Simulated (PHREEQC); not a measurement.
Consider water at 25 °C with 0.11 mol/kgw NaBr, 0.019 mol/kgw CsBr and 0.84 mol/kgw KF. It is in equilibrium with CO2 at log p = -3.4 (atm). Otherwise closed; pH follows from the charge balance.

Computed with PHREEQC (ion-association model, wateq4f.dat).

Each row changes one thing in this solution. Precipitation was switched off in this run.

```json
[
 {"case": "as made", "pH": "7.25", "HCO3- (mol/kgw)": "0.000157", "CO2 (mol/kgw)": "1.09e-5", "CO3-2 (mol/kgw)": "4.59e-7"},
 {"case": "NaBr from 0.11 to 1.1 mol/kgw", "pH": "7.13", "HCO3- (mol/kgw)": "0.000123", "CO2 (mol/kgw)": "8.86e-6", "CO3-2 (mol/kgw)": "3.20e-7"},
 {"case": "KF left out", "pH": "5.59", "HCO3- (mol/kgw)": "3.03e-6", "CO2 (mol/kgw)": "1.32e-5", "CO3-2 (mol/kgw)": "(withheld)"},
 {"case": "NaBr from 0.11 to 0.165 mol/kgw", "pH": "(withheld)", "HCO3- (mol/kgw)": "(withheld)", "CO2 (mol/kgw)": "1.08e-5", "CO3-2 (mol/kgw)": "4.48e-7"},
 {"case": "NaBr left out", "pH": "7.26", "HCO3- (mol/kgw)": "(withheld)", "CO2 (mol/kgw)": "1.11e-5", "CO3-2 (mol/kgw)": "4.81e-7"},
 {"case": "KF from 0.84 to 0.084 mol/kgw", "pH": "6.56", "HCO3- (mol/kgw)": "2.92e-5", "CO2 (mol/kgw)": "1.29e-5", "CO3-2 (mol/kgw)": "1.21e-8"}
]
```

Task: Complete the blanks.

Result: 
- KF left out, CO3-2 (mol/kgw): 1.20e-10
- NaBr from 0.11 to 0.165 mol/kgw, pH: 7.24
- NaBr from 0.11 to 0.165 mol/kgw, HCO3- (mol/kgw): 0.000154
- NaBr left out, HCO3- (mol/kgw): 0.000162

The ionic strength passes 0.7 mol/kgw, the rough limit of the ion-association models, in as made; NaBr from 0.11 to 1.1 mol/kgw; NaBr from 0.11 to 0.165 mol/kgw; NaBr left out.
